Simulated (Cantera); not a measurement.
Feed: 1 mol C2H2, 0.0075 mol O2, held at 2.90 bar.

Cantera equilibrium calculation (NASA polynomials, part measured and part estimated; ideal gas, pure solids and liquids). Candidate condensed phases: C, C6H6, C7H8, C8H18, H2O; 110 gas species. The numbers say what is thermodynamically allowed, not how fast it happens.

### Question
At 452 °C, list the 6 most abundant gas species with their mole fractions, and the condensed phases.

### Answer
CH4 0.750, H2 0.224, H2O 0.0257, CO 0.000205, CO2 0.000177, C2H6 1.65e-5. Condensed: C(graphite).
